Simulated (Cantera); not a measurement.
Feed: 1 mol CH₂F₂, 0.78 mol Si, 0.099 mol H₂, at 1000 K and 4.13 Torr.

Method: chemical equilibrium by Gibbs-energy minimisation in Cantera with the NASA 1993 tables (ideal gas, pure condensed phases). Candidate condensed phases: C, C₆H₆, C₇H₈, C₈H₁₈, Si, SiC; 113 gas species. The tables' values for SiF₃ are old estimates; treat these amounts as uncertain. The numbers say what is thermodynamically allowed, not how fast it happens.

Base state: H₂ 0.686, SiF₄ 0.312, SiHF₃ 0.00134, HF 0.000345, CH₄ 0.000247, SiF₃ 0.000136 (mole fractions); condensed: C(graphite) + SiC(s).

Problem. What changes in the equilibrium state with this change: temperature from 1000 K to 648.15 K?

Solution. 
```tsv
species	before	after
H₂	0.686	0.613
SiF₄	0.312	0.330
CH₄	0.000247	0.0563
SiF₃	0.000136	1.25e-8
HF	0.000345	2.23e-7
SiHF₃	0.00134	0.000249
C(graphite), mol	0.720	0.635
SiC(s), mol	0.280	0.280
```

Problem. What changes in the equilibrium state with this change: pressure from 4.13 Torr to 75.0 Torr?

Solution. 
```csv
species,before,after
H₂,0.686,0.680
SiF₄,0.312,0.312
CH₄,0.000247,0.00442
SiHF₃,0.00134,0.00275
SiH₂F₂,3.04e-6,1.29e-5
HF,0.000345,0.000167
SiF₃,0.000136,6.57e-5
"C(graphite), mol",0.720,0.714
"SiC(s), mol",0.280,0.279
```
